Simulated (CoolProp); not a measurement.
Model: reference Helmholtz-energy equation of state, Rui 2013, in CoolProp.

Task: Give the vapour pressure (MPa), liquid density (kg/m³), vapour Z, surface tension (mN/m) of saturated R236EA at 271.6 K.

Result: 
```csv
T (K),p (MPa),liquid density (kg/m³),vapour Z,surface tension (mN/m)
271.6,0.0732,1510,0.965,15.6
```

Surface tension comes from a separate correlation (Mulero 2012).
